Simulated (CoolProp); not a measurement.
Saturated liquid density (kg/m³) of n-perfluorohexane: the reference equation beside estimates from Tc = 448.0 K, pc = 1.742 MPa, ω = 0.497. Rackett uses Z = 0.29056 − 0.08775 ω.

Computed with CoolProp (reference Helmholtz-energy equation of state, Gao 2022).

| T (K) | reference | Rackett | van der Waals | Soave-Redlich-Kwong | Peng-Robinson |
|---|---|---|---|---|---|
| 231.5 | 1862 | 1994 | 1026 | 1597 | 1795 |
| 250.4 | 1810 | 1936 | 1001 | 1562 | 1758 |
| 269.4 | 1758 | 1876 | 973.4 | 1523 | 1716 |
| 288.3 | 1704 | 1814 | 944.3 | 1479 | 1669 |
| 307.3 | 1649 | 1748 | 913.1 | 1430 | 1616 |
| 326.2 | 1591 | 1678 | 879.4 | 1374 | 1555 |
| 345.2 | 1529 | 1603 | 842.5 | 1310 | 1485 |
| 364.1 | 1461 | 1523 | 801.9 | 1236 | 1402 |
| 383.1 | 1384 | 1432 | 755.7 | 1149 | 1303 |
| 402 | 1292 | 1328 | 702.2 | 1043 | 1182 |
| 421 | 1170 | 1198 | 635.5 | 906.8 | 1024 |

Absolute difference from the reference over all 11 rows, mean and median: Rackett 5.1 and 5.5 %, van der Waals 45.0 and 44.9 %, Soave-Redlich-Kwong 15.4 and 14.2 %, Peng-Robinson 4.4 and 2.9 %.
